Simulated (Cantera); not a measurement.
Charge: 1 mol Si, 5.5 mol HCl, 2.6 mol H₂, at 973 K and 0.133 bar.

Cantera equilibrium calculation (NASA polynomials, part measured and part estimated; ideal gas, pure solids and liquids). Candidate condensed phases: Si; 19 gas species. The tables' values for SiCl₃ are old estimates; treat these amounts as uncertain. The numbers say what is thermodynamically allowed, not how fast it happens.

Question: What is the equilibrium state?

Answer: 
```json
{
 "x(H₂)": "0.645",
 "x(HCl)": "0.214",
 "x(SiCl₄)": "0.138",
 "x(SiHCl₃)": "0.00235",
 "x(SiCl₃)": "9.75e-5",
 "x(SiH₂Cl₂)": "4.16e-6",
 "x(SiCl₂)": "1.97e-6",
 "gas_amount": "7.100 mol",
 "log10 activity of Si(s) (absent)": "-4.76"
}
```
